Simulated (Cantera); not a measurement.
Cantera run, input and output.

```python
import numpy as np
import cantera as ct

gas = ct.Solution("gri30.yaml")
gas.TPX = 1150, 1800, {'H2': 0.035, 'O2': 1, 'N2': 0.54}
reactor = ct.IdealGasConstPressureReactor(gas, energy="off", clone=False)
net = ct.ReactorNet([reactor])
net.rtol, net.atol = 1e-08, 1e-18
show = ['H2', 'O2', 'NO', 'N2O', 'HO2', 'NO2', 'H']
times = np.geomspace(6e-05, 200, 12)

steps = ct.SolutionArray(gas, extra=["t"])
rows = []
print(f"{'t/s':>10s}{'T/K':>9s}{'P/Pa':>11s}" + "".join(f"{s:>11s}" for s in show))
for t in times:
    while net.time < t:
        t_next = net.step()
        steps.append(gas.state, t=t_next)
    rows.append([np.interp(t, steps.t, y) for y in (steps.T, steps.P, *steps(*show).X.T)])
    print(f"{t:10.3e}{rows[-1][0]:9.1f}{rows[-1][1]:11.4g}" + "".join(f"{x:11.3e}" for x in rows[-1][2:]))
rate = np.gradient(steps.T, steps.t)
print("integrator steps:", len(steps.t))
if steps.T.max() > steps.T[0] + 200:
    print(f"time of steepest temperature rise: {steps.t[rate.argmax()]:.4e} s")
gas.TPX = 1150, 1800, {'H2': 0.035, 'O2': 1, 'N2': 0.54}
gas.equilibrate("TP")
print(f"equilibrium (TP): T = {gas.T:.1f} K  " + "  ".join(f"{s} {gas[s].X[0]:.3e}" for s in show))
```

Output:

```
       t/s      T/K       P/Pa         H2         O2         NO        N2O        HO2        NO2          H
 6.000e-05   1150.0       1800  2.222e-02  6.349e-01  1.459e-22  7.212e-18  3.918e-10  7.860e-31  2.729e-10
 2.350e-04   1150.0       1800  2.222e-02  6.349e-01  7.316e-21  3.717e-17  1.540e-09  3.619e-28  8.892e-10
 9.207e-04   1150.0       1800  2.222e-02  6.349e-01  5.802e-19  5.849e-16  6.306e-09  3.057e-25  1.560e-08
 3.607e-03   1150.0       1800  1.997e-02  6.331e-01  9.290e-12  1.397e-11  2.471e-06  7.674e-16  4.618e-04
 1.413e-02   1150.0       1800  2.378e-04  6.198e-01  5.004e-08  3.998e-09  2.428e-06  3.362e-12  2.092e-03
 5.535e-02   1150.0       1800  1.035e-04  6.261e-01  1.099e-07  8.022e-09  1.824e-06  1.291e-11  5.761e-04
 2.168e-01   1150.0       1800  1.635e-05  6.300e-01  1.231e-07  1.071e-08  7.654e-07  4.519e-11  3.590e-05
 8.493e-01   1150.0       1800  1.461e-06  6.307e-01  1.241e-07  1.222e-08  1.576e-07  1.222e-10  9.908e-07
 3.327e+00   1150.0       1800  1.494e-07  6.308e-01  1.244e-07  1.274e-08  2.423e-08  1.583e-10  3.355e-08
 1.303e+01   1150.0       1800  2.172e-08  6.308e-01  1.246e-07  1.270e-08  4.661e-09  1.423e-10  1.911e-09
 5.106e+01   1150.0       1800  4.206e-09  6.308e-01  1.246e-07  1.175e-08  2.172e-09  1.996e-10  1.654e-10
 2.000e+02   1150.0       1800  1.210e-09  6.308e-01  1.244e-07  8.449e-09  2.684e-09  4.866e-10  2.577e-11
integrator steps: 1956
equilibrium (TP): T = 1150.0 K  H2 9.120e-10  O2 6.307e-01  NO 1.517e-04  N2O 9.776e-10  HO2 2.974e-09  NO2 7.639e-07  H 1.691e-11
```

Model: GRI-Mech 3.0 (53 species, 325 reactions), integrated in Cantera. Radical loss at walls, strong at low pressure, is not modelled.
